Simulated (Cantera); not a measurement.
Input (Python, Cantera) and output of one run.

```python
import numpy as np
import cantera as ct

gas_names = """
    Cu CuF CuF2 Cu2 F F2 H HF H2 H2F2 H3F3 H4F4 H5F5 H6F6 H7F7
""".split()
cond_names = """
    Cu(cr) Cu(L) CuF2(s) CuF2(L)
""".split()


# ... load() reads the species with a 1 bar reference pressure and builds the phases ...
atoms = {
    'Cu': {'Cu': 1},
    'HF': {'H': 1, 'F': 1},
}
top_T = {}  # K; cautious upper limits of use, not melting points


# ... equilibrate(T, P, feed) seeds the gas with the atoms and calls Mixture.equilibrate('TP', solver="vcs", rtol=1e-11, max_steps=5000) ...
results = []
feed = {'Cu': 1, 'HF': 1.6}  # mol
T = 600  # K
P = 1100  # Pa
mix = equilibrate(T, P, feed)
results.append((T, P, feed, dict(zip(mix.species_names, mix.species_moles))))
x = sorted(zip(gas.X, gas.species_names), reverse=True)
print(f"T = {T:g} K  P = {P:g} Pa  gas = {mix.phase_moles(0):.4g} mol")
print("   x: " + "  ".join(f"{s} {v:.3e}" for v, s in x if v > 0.001))
print("   condensed (mol): " + ("  ".join(f"{mix.phase(i).name} {mix.phase_moles(i):.4g}"
      for i in range(1, mix.n_phases) if mix.phase_moles(i) > 1e-12) or "none"))
```

Result:

```
T = 600 K  P = 1100 Pa  gas = 1.6 mol
   x: HF 1.000e+00
   condensed (mol): Cu(cr) 1  CuF2(s) 3.823e-12
```

These are equilibrium values from Cantera (NASA tables, ideal gas, pure condensed phases), not measurements of a reactor.
